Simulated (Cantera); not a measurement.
Input (Python, Cantera):

```python
import numpy as np
import cantera as ct

gas = ct.Solution("gri30.yaml", transport_model="mixture-averaged")
show = ['H2O', 'NO', 'NH3']

rows = []
print(f"{'T/K':>7s}{'rho':>11s}{'cp':>10s}{'mu':>11s}{'lambda':>11s}{'Pr':>7s}" + "".join(f"{'D_' + s:>11s}" for s in show))
for T in [400, 650, 900, 1150, 1400, 1650, 1900]:
    gas.TPX = T, 120000, {'CO2': 0.61, 'C2H2': 0.46, 'CO': 0.5, 'NH3': 0.22}
    Pr = gas.cp_mass * gas.viscosity / gas.thermal_conductivity
    D = [gas.mix_diff_coeffs_mole[gas.species_index(s)] for s in show]
    rows.append([gas.density, gas.cp_mass, gas.viscosity, gas.thermal_conductivity, Pr, *D])
    print(f"{T:7g}{gas.density:11.4e}{gas.cp_mass:10.1f}{gas.viscosity:11.4e}"
          f"{gas.thermal_conductivity:11.4e}{Pr:7.3f}" + "".join(f"{d:11.4e}" for d in D))
print("SI units: kg/m3, J/kg/K, Pa s, W/m/K, m2/s")
```

It prints:

```
    T/K        rho        cp         mu     lambda     Pr      D_H2O       D_NO      D_NH3
    400 1.1404e+00    1263.7 1.8147e-05 3.1571e-02  0.726 2.7182e-05 2.4878e-05 2.6123e-05
    650 7.0178e-01    1461.9 2.6860e-05 5.3785e-02  0.730 6.9233e-05 5.8063e-05 6.5244e-05
    900 5.0684e-01    1603.6 3.4197e-05 7.5052e-02  0.731 1.2611e-04 1.0104e-04 1.1737e-04
   1150 3.9666e-01    1710.6 4.0675e-05 9.5130e-02  0.731 1.9557e-04 1.5263e-04 1.8056e-04
   1400 3.2583e-01    1791.0 4.6565e-05 1.1403e-01  0.731 2.7620e-04 2.1209e-04 2.5363e-04
   1650 2.7646e-01    1851.8 5.2022e-05 1.3182e-01  0.731 3.6705e-04 2.7888e-04 3.3579e-04
   1900 2.4008e-01    1897.8 5.7149e-05 1.4860e-01  0.730 4.6744e-04 3.5260e-04 4.2646e-04
SI units: kg/m3, J/kg/K, Pa s, W/m/K, m2/s
```

Detailed kinetics in Cantera: GRI-Mech 3.0 (53 species, 325 reactions). Polar gases are described roughly by these parameters. The composition is frozen, though it would react at the higher temperatures.
